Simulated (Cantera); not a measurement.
What does this Cantera script print?

```python
import numpy as np
import cantera as ct

gas_names = """
    C CN CO CO2 C2 CCN CNC C2N2 C2O C3 C3O2 C4 C4N2 C5 N NCO NO NO2 NO3 N2 N2O O O2 O3 Si SiC SiC2 SiN
    SiO SiO2 Si2 Si2C Si2N Si3
""".split()
cond_names = """
    C(gr) Si(cr) Si(L) SiC(b) SiO2(Lqz) SiO2(hqz) SiO2(L) Si2N2O(s) Si3N4(a)
""".split()


# ... load() reads the species with a 1 bar reference pressure and builds the phases ...
atoms = {
    'Si': {'Si': 1},
    'CO2': {'C': 1, 'O': 2},
    'N2': {'N': 2},
}
top_T = {'C(gr)': 4500, 'SiC(b)': 3050, 'Si2N2O(s)': 2100, 'Si3N4(a)': 2400}  # K; cautious upper limits of use, not melting points


# ... equilibrate(T, P, feed) seeds the gas with the atoms and calls Mixture.equilibrate('TP', solver="vcs", rtol=1e-11, max_steps=5000) ...
results = []
feed = {'Si': 1, 'CO2': 0.35, 'N2': 46}  # mol
P = 1000  # Pa
for T in [1100, 1200, 1300, 1400, 1500, 1600, 1700, 1800, 1900, 2000, 2100]:
    mix = equilibrate(T, P, feed)
    results.append((T, P, feed, dict(zip(mix.species_names, mix.species_moles))))
    x = sorted(zip(gas.X, gas.species_names), reverse=True)
    print(f"T = {T:g} K  P = {P:g} Pa  gas = {mix.phase_moles(0):.4g} mol")
    print("   x: " + "  ".join(f"{s} {v:.3e}" for v, s in x if v > 0.0001))
    print("   condensed (mol): " + ("  ".join(f"{mix.phase(i).name} {mix.phase_moles(i):.4g}"
          for i in range(1, mix.n_phases) if mix.phase_moles(i) > 1e-12) or "none"))
```

It prints:

```
T = 1100 K  P = 1000 Pa  gas = 45.7 mol
   x: N2 9.956e-01  CO 4.376e-03
   condensed (mol): C(gr) 0.15  Si2N2O(s) 0.5
T = 1200 K  P = 1000 Pa  gas = 45.7 mol
   x: N2 9.956e-01  CO 4.376e-03
   condensed (mol): C(gr) 0.15  Si2N2O(s) 0.5
T = 1300 K  P = 1000 Pa  gas = 45.7 mol
   x: N2 9.956e-01  CO 4.376e-03
   condensed (mol): C(gr) 0.15  Si2N2O(s) 0.5
T = 1400 K  P = 1000 Pa  gas = 45.7 mol
   x: N2 9.956e-01  CO 4.375e-03
   condensed (mol): C(gr) 0.15  Si2N2O(s) 0.5
T = 1500 K  P = 1000 Pa  gas = 45.8 mol
   x: N2 9.945e-01  CO 5.447e-03
   condensed (mol): SiC(b) 0.1005  Si2N2O(s) 0.449
T = 1600 K  P = 1000 Pa  gas = 45.83 mol
   x: N2 9.942e-01  CO 5.306e-03  SiO 4.470e-04
   condensed (mol): SiC(b) 0.1068  Si2N2O(s) 0.4363
T = 1700 K  P = 1000 Pa  gas = 46.06 mol
   x: N2 9.918e-01  SiO 4.136e-03  CO 4.056e-03
   condensed (mol): SiC(b) 0.1632  Si2N2O(s) 0.3227
T = 1800 K  P = 1000 Pa  gas = 46.66 mol
   x: N2 9.847e-01  SiO 1.338e-02  CO 1.622e-03  Si 2.948e-04
   condensed (mol): SiC(b) 0.2742  Si3N4(a) 0.02828
T = 1900 K  P = 1000 Pa  gas = 46.76 mol
   x: N2 9.836e-01  SiO 1.259e-02  CO 2.381e-03  Si 1.261e-03
   condensed (mol): Si(L) 0.1038  SiC(b) 0.2376
T = 2000 K  P = 1000 Pa  gas = 46.92 mol
   x: N2 9.803e-01  SiO 1.128e-02  Si 4.354e-03  CO 3.641e-03  Si2N 1.474e-04  Si2C 1.194e-04  SiN 1.122e-04
   condensed (mol): Si(L) 0.05712  SiC(b) 0.1735
T = 2100 K  P = 1000 Pa  gas = 47.25 mol
   x: N2 9.734e-01  Si 1.077e-02  SiO 8.218e-03  CO 6.598e-03  Si2C 4.408e-04  SiN 2.205e-04  Si2N 2.138e-04  Si2 1.134e-04
   condensed (mol): SiC(b) 0.01674
```

These are equilibrium values from Cantera (NASA tables, ideal gas, pure condensed phases), not measurements of a reactor. N2 is the only nitrogen source here; it is nearly inert below about 1500 K, so the nitride shown seldom forms there in practice. Mutual solubility and eutectic melting of coexisting phases are not modelled. The tables' values for SiN are old estimates; treat these amounts as uncertain.
